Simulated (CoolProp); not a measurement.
Carbonyl sulfide at 293.15 K and 0.317 MPa is throttled through a valve to 0.193 MPa with no heat exchange. Each further row changes one setting.

Values from CoolProp's reference Helmholtz-energy equation of state, Lemmon 2006. It is a short technical equation, of lower accuracy than the large ones.

```json
[
 {"case": "as stated", "temperature change (K)": "-2.7", "final density (kg/m³)": "4.92"},
 {"case": "outlet pressure 0.0579 MPa", "temperature change (K)": "[?]", "final density (kg/m³)": "[?]"},
 {"case": "outlet pressure 0.251 MPa", "temperature change (K)": "-1.4", "final density (kg/m³)": "[?]"}
]
```

### Question
Some entries are withheld; supply them.

### Answer

- outlet pressure 0.0579 MPa, temperature change (K): -5.6
- outlet pressure 0.0579 MPa, final density (kg/m³): 1.47
- outlet pressure 0.251 MPa, final density (kg/m³): 6.41
